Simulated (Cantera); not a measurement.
An isothermal, constant-pressure homogeneous reactor starts with C₂H₆ : H₂ = 1 : 20 (molar parts), at 1125 K and 0.000780 atm. Integrator tolerance rtol = 1e-08.

Detailed kinetics in Cantera: GRI-Mech 3.0 (53 species, 325 reactions). GRI-Mech 3.0 stops at C3 and has no aromatics, soot or wall deposition, so with more carbon than oxygen in the feed, carbon stays in small species such as C2H2 where larger ones or solid carbon would form. Radical loss at walls, strong at low pressure, is not modelled.

Task: What does this change do: C2H6 1 to 0.25 parts?

Result: 
```csv
quantity,before,after
x(C₂H₆) at 60.0 s,1.64e-5 (gas-phase equilibrium 2.91e-7),2.19e-6 (gas-phase equilibrium 6.27e-8)
x(H₂) at 60.0 s,0.939 (gas-phase equilibrium 0.943),0.984 (gas-phase equilibrium 0.982)
x(H) at 60.0 s,2.38e-6 (gas-phase equilibrium 1.55e-6),3.13e-6 (gas-phase equilibrium 1.58e-6)
x(C₂H₄) at 60.0 s,0.0266 (gas-phase equilibrium 0.000987),0.00677 (gas-phase equilibrium 0.000204)
x(C₂H₂) at 60.0 s,0.00409 (gas-phase equilibrium 0.0315),0.00133 (gas-phase equilibrium 0.00627)
```

Task: What does this change do: temperature 1125 to 1798 K?

Result: 
| quantity | before | after |
|---|---|---|
| x(C₂H₆) at 60.0 s | 1.64e-5 (gas-phase equilibrium 2.91e-7) | 4.62e-11 (gas-phase equilibrium <1e-12) |
| x(H₂) at 60.0 s | 0.939 (gas-phase equilibrium 0.943) | 0.946 (gas-phase equilibrium 0.945) |
| x(H) at 60.0 s | 2.38e-6 (gas-phase equilibrium 1.55e-6) | 0.0105 (gas-phase equilibrium 0.0123) |
| x(C₂H₄) at 60.0 s | 0.0266 (gas-phase equilibrium 0.000987) | 8.48e-7 (gas-phase equilibrium 7.59e-7) |
| x(C₂H₂) at 60.0 s | 0.00409 (gas-phase equilibrium 0.0315) | 0.0432 (gas-phase equilibrium 0.0432) |
